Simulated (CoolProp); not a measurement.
Values from CoolProp's reference Helmholtz-energy equation of state, Thol 2022.

Question: Give the vapour pressure (MPa), liquid density (kg/m³), vapour density (kg/m³), enthalpy of vaporisation (kJ/kg) of saturated vinyl chloride at 316.3, 345.4, 403.6 K.

Answer: 
```
T (K)  p (MPa)  liquid density (kg/m³)  vapour density (kg/m³)  enthalpy of vaporisation (kJ/kg)
-----  -------  ----------------------  ----------------------  --------------------------------
316.3    0.656                     864                    17.5                               305
345.4     1.32                     802                    34.8                               273
403.6     3.96                     621                     127                               166
```
